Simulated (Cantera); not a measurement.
A perfectly stirred reactor is fed with C2H6 : N2 = 1 : 8.7 (molar parts), at 2670 Pa; it is held at 1725 K, and followed from long to short residence time.

Cantera simulation using GRI-Mech 3.0 (53 species, 325 reactions); the numbers are that mechanism's predictions, not measurements. GRI-Mech 3.0 stops at C3 and has no aromatics, soot or wall deposition, so with more carbon than oxygen in the feed, carbon stays in small species such as C2H2 where larger ones or solid carbon would form. Radical loss at walls, strong at low pressure, is not modelled.

### Question
What does this change do: N2 8.7 to 4.1 parts?

### Answer
| quantity | before | after |
|---|---|---|
| x(C2H6) at τ = 0.350 s | 6.32e-5 | 9.49e-5 |
| x(C2H2) at τ = 0.350 s | 0.0806 | 0.133 |
| x(CH3) at τ = 0.350 s | 0.00103 | 0.00142 |
| x(C2H) at τ = 0.350 s | 2.68e-6 | 3.23e-6 |
| x(C2H4) at τ = 0.350 s | 0.000360 | 0.000585 |
| x(C2H6) at τ = 39.0 ms | 0.000508 | 0.000762 |
| x(C2H2) at τ = 39.0 ms | 0.0729 | 0.121 |
| x(CH3) at τ = 39.0 ms | 0.00298 | 0.00411 |
| x(C2H) at τ = 39.0 ms | 3.22e-6 | 3.91e-6 |
| x(C2H4) at τ = 39.0 ms | 0.00233 | 0.00369 |

### Question
What does this change do: C2H6 1 to 0.1 parts?

### Answer
```tsv
quantity	before	after
x(C2H6) at τ = 0.350 s	6.32e-5	1.23e-5
x(C2H2) at τ = 0.350 s	0.0806	0.0104
x(CH3) at τ = 0.350 s	0.00103	0.000272
x(C2H) at τ = 0.350 s	2.68e-6	1.16e-6
x(C2H4) at τ = 0.350 s	0.000360	7.04e-5
x(C2H6) at τ = 39.0 ms	0.000508	9.74e-5
x(C2H2) at τ = 39.0 ms	0.0729	0.00940
x(CH3) at τ = 39.0 ms	0.00298	0.000794
x(C2H) at τ = 39.0 ms	3.22e-6	1.48e-6
x(C2H4) at τ = 39.0 ms	0.00233	0.000455
```
